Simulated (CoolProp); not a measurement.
Ethylene along the isobar 0.248 MPa: Z from the reference equation and from simpler models built on Tc = 9.2 °C, pc = 5.042 MPa, ω = 0.087; each cubic takes its own stable root.

Model: reference Helmholtz-energy equation of state, Smukala 2000, in CoolProp.

```csv
T (°C),phase,reference
-147.85,liquid,0.01064
-113.45,liquid,0.009011
-79.15,gas,0.9455
-44.85,gas,0.9676
-10.55,gas,0.9790
23.75,gas,0.9857
58.05,gas,0.9899
92.35,gas,0.9927
126.75,gas,0.9947
161.05,gas,0.9961
```

Q: How far does each simpler model (van der Waals, Redlich-Kwong, Soave-Redlich-Kwong, Peng-Robinson) lie from the reference over these 10 states: mean and median of the absolute difference, and the worst?

A: 
- van der Waals: mean 1042.1 %, median 0.2 %, worst +10363.9 % at -113.45 °C and 0.248 MPa
- Redlich-Kwong: mean 0.8 %, median 0.1 %, worst +3.6 % at -113.45 °C and 0.248 MPa
- Soave-Redlich-Kwong: mean 0.8 %, median 0.0 %, worst +4.1 % at -147.85 °C and 0.248 MPa
- Peng-Robinson: mean 1.7 %, median 0.2 %, worst -8.1 % at -113.45 °C and 0.248 MPa

At some of these states van der Waals gives the other phase, because its saturation line lies elsewhere.
